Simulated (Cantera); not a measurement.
A diamond (100) surface in a fixed gas of H2 with x(CH4) = 0.0035, x(H) = 0.0093, x(CH3) = 3e-05, at 1325 K; coverages are run to steady state.

Detailed kinetics in Cantera: the Harris–Goodwin 1993 mechanism for the reconstructed diamond (100) surface.

One state of this run: growth (µm/h) = 1.05; θ c6HH = 0.368; θ c6H* = 0.0520; θ c6*H = 0.531; θ c6** = 0.0491; θ c6HM = 8.03e-5. θ: site fractions in the mechanism's names (c6HH fully hydrogenated, c6H* and c6*H radical sites, c6** diradical, c6HM methylated).

Question: Which value of P (Pa) does it belong to?
(A) 2200
(B) 3200
(C) 10000
(D) 6900

Answer: C, 10000
